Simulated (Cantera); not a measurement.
**Premixed flame**

A freely propagating, adiabatic, planar premixed flame of 28.2 % H₂, 8.78 % O₂, 42.2 % N₂, 20.8 % H₂O, unburnt at 650 K and 4.00 bar; mixture-averaged transport, grid criteria slope 0.08 and curve 0.16, no radiation.

Model: the H2/O2 subset of GRI-Mech 3.0, which has no nitrogen chemistry, integrated in Cantera. The hydrogen kinetics of GRI-Mech 3.0 are dated; newer H2 mechanisms differ, most at raised pressure. Burning velocities carry a grid error of a few per cent, more on coarse grids.

```
z (mm)   T (K)  u (m/s)   x H₂      x O₂  x H₂O      x H      x OH    x H₂O₂
-------  -----  -------  -----  --------  -----  -------  --------  --------
-0.235     650     3.81  0.281    0.0879  0.208    <1e-8     <1e-8     <1e-8
-0.157     650     3.81  0.281    0.0879  0.209    <1e-8     <1e-8   1.59e-8
-0.117     651     3.81  0.279    0.0881  0.209    <1e-8     <1e-8   1.34e-7
-0.0783    657     3.81  0.273    0.0888  0.211    <1e-8     <1e-8   1.77e-6
-0.0392    756     4.27  0.246    0.0880  0.226  5.66e-5   3.64e-5   5.97e-5
-0.0196    998     5.51  0.213    0.0770  0.260  0.00130  0.000432  0.000104
0         1298     7.06  0.173    0.0539  0.312  0.00625   0.00107   3.49e-5
0.0196    1510     8.17  0.139    0.0295  0.359   0.0124   0.00208   5.29e-6
0.0392    1629     8.79  0.120    0.0142  0.388   0.0155   0.00292   2.79e-6
0.0783    1735     9.33  0.108   0.00339  0.409   0.0150   0.00338   1.51e-6
0.157     1806     9.68  0.107  0.000611  0.417   0.0105   0.00273   7.20e-7
0.313     1852     9.90  0.109  0.000156  0.420  0.00601   0.00172   3.03e-7
0.626     1878     10.0  0.110   4.53e-5  0.422  0.00317  0.000955   1.12e-7
```
x: mole fraction of selected species; z is measured from the peak of heat release.

```
Item                          Value
------------------------  ---------
laminar burning velocity   381 cm/s
thermal thickness         0.0783 mm
peak x(H)                    0.0160
peak x(OH)                  0.00338
peak x(H₂O₂)               0.000107
grid points                     110
```
